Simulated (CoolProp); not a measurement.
The numbers come from the reference Helmholtz-energy equation of state, Beckmüller 2019 in CoolProp.

**Question.** For n-octane, give the phase and the cp (kJ/(kg K)), cv (kJ/(kg K)), Joule-Thomson coefficient (K/MPa), Prandtl number at 557.4 K and 8.57 MPa; 597.2 K and 8.57 MPa; 602.9 K and 8.57 MPa.

**Answer.** 
- 557.4 K and 8.57 MPa: liquid; cp 3.30, cv 2.75, Joule-Thomson coefficient 0.282, Prandtl number 3.40
- 597.2 K and 8.57 MPa: supercritical; cp 3.47, cv 2.89, Joule-Thomson coefficient 0.662, Prandtl number 2.84
- 602.9 K and 8.57 MPa: supercritical; cp 3.50, cv 2.90, Joule-Thomson coefficient 0.731, Prandtl number 2.76

Viscosity comes from a separate model (Huber 2004). Thermal conductivity comes from a separate model (Huber 2005).
